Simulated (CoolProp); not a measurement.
Vapour-liquid equilibrium of CH2F2 (R32) (1) + R123 (2) at 11.3 kPa; x and y are mole fractions of (1).

Computed with CoolProp (multi-fluid Helmholtz-energy mixture model, Tillner-Roth 1997 and Younglove 1994; pair parameters Bell 2016).

| x | bubble temperature (°C) | y at the bubble point | dew temperature at overall composition x (°C) | liquid density (mol/L) |
|---|---|---|---|---|
| 0.05 | -50.8 | 0.858 | -22.0 | 11.07 |
| 0.2 | -73.5 | 0.982 | -25.0 | 12.55 |
| 0.35 | -79.7 | 0.992 | -28.5 | 14.01 |
| 0.5 | -82.3 | 0.994 | -32.8 | 15.70 |
| 0.65 | -83.6 | 0.996 | -38.2 | 17.75 |
| 0.8 | -84.8 | 0.997 | -46.2 | 20.33 |
| 0.95 | -86.3 | 0.999 | -63.2 | 23.72 |

No azeotrope shows between x = 0.05 and 0.95.

The pair parameters rest on a limited set of measurements; away from them the model extrapolates. With so large a gap from Raoult's law the liquid may split in two, which this calculation doesn't test in full.
